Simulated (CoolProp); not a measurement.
Computed with CoolProp (reference Helmholtz-energy equation of state, Lemmon 2006). It is a short technical equation, of lower accuracy than the large ones.

**Question.** For carbon monoxide, give the phase and the Joule-Thomson coefficient (K/MPa), fugacity coefficient at 331.5 K and 17 MPa.

**Answer.** 
- 331.5 K and 17 MPa: supercritical; Joule-Thomson coefficient 0.835, fugacity coefficient 1.02
